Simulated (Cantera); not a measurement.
Input: 1 mol Fe, 0.41 mol H2O, 0.027 mol Cl2, held at 0.510 bar.

Cantera equilibrium calculation (NASA polynomials, part measured and part estimated; ideal gas, pure solids and liquids). Candidate condensed phases: Fe, FeCl2, FeCl3, FeO, Fe(OH)2, Fe(OH)3, Fe2O3, Fe3O4, H2O; 22 gas species. Mutual solubility and eutectic melting of coexisting phases are not modelled. The tables' stoichiometric FeO is somewhat more stable than real wüstite, so its field is too wide. FeO: taken at fixed stoichiometry. Equilibrium is a limit: real reactors are often held back by kinetics, nucleation or transport. All values below are at 1327 °C.

Base state: H2 0.610, H2O 0.280, HCl 0.0965, FeCl2 0.0135, H 5.95e-5, Fe(OH)2 1.06e-5 (mole fractions); condensed: Fe(γ) + FeO(s).

Problem. What changes in the equilibrium state with this change: Cl2 from 0.027 to 0.34 mol?

Solution. 
```json
[
 {"species": "HCl", "before": "0.0965", "after": "0.303"},
 {"species": "FeCl2", "before": "0.0135", "after": "0.300"},
 {"species": "H2", "before": "0.610", "after": "0.271"},
 {"species": "H2O", "before": "0.280", "after": "0.124"},
 {"species": "Fe2Cl4", "before": "1.83e-6", "after": "0.000902"},
 {"species": "FeCl3", "before": "9.08e-7", "after": "9.50e-5"},
 {"species": "Cl", "before": "7.44e-6", "after": "3.51e-5"},
 {"species": "Fe(γ), mol", "before": "0.706", "after": "0.457"},
 {"species": "FeO(s), mol", "before": "0.288", "after": "0.317"}
]
```
